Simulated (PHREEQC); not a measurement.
Make-up at 20 °C: 5.2 mmol/kgw NH4Cl and 1.3 mmol/kgw K2HPO4. Closed to the air; pH follows from the charge balance.

Computed with PHREEQC (ion-association model, wateq4f.dat).

```tsv
quantity	before	after
pH	7.94	2.53
ionic strength (mol/kgw)	0.00877	0.0111
```

Q: What was changed between the two runs?
A) 0.0049 mol/kgw HBr added
B) K2HPO4 left out
C) NH4Cl replaced by KCl at the same molality
D) NH4Cl from 0.0052 to 0.0078 mol/kgw
E) K2HPO4 from 0.0013 to 0.013 mol/kgw

A: A, 0.0049 mol/kgw HBr added

Precipitation was switched off in this run. H3PO4, which wateq4f.dat lacks, is added to it with the constant of phreeqc.dat.
